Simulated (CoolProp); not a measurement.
Saturation properties of octamethylcyclotetrasiloxane (D4).

Values from CoolProp's reference Helmholtz-energy equation of state, Thol 2015.

| T (°C) | p (MPa) | liquid cp (kJ/(kg K)) | vapour Z |
|---|---|---|---|
| 69.75 | 0.002166 | 1.752 | 0.9959 |
| 86.35 | 0.004841 | 1.786 | 0.9923 |
| 102.95 | 0.009858 | ___ | 0.9866 |
| 119.65 | 0.01862 | 1.860 | 0.9781 |
| 136.25 | ___ | 1.899 | ___ |
| 152.85 | 0.05442 | 1.939 | 0.9513 |
| 169.45 | 0.08612 | 1.980 | 0.9317 |
| 186.15 | 0.1310 | 2.023 | 0.9072 |
| 202.75 | 0.1917 | 2.069 | 0.8774 |
| 219.35 | 0.2721 | 2.118 | 0.8415 |
| 235.95 | 0.3760 | 2.173 | ___ |
| 252.65 | 0.5090 | 2.241 | 0.7463 |
| 269.25 | 0.6750 | 2.334 | 0.6828 |
| 285.85 | 0.8817 | 2.500 | 0.6020 |
| 302.45 | 1.139 | 3.075 | 0.4859 |

Q: Some entries are withheld; supply them.

A: 
- 102.95, liquid cp (kJ/(kg K)): 1.822
- 136.25, p (MPa): 0.03276
- 136.25, vapour Z: 0.9666
- 235.95, vapour Z: 0.7985

It boils at 175.7 °C under 1 atm.
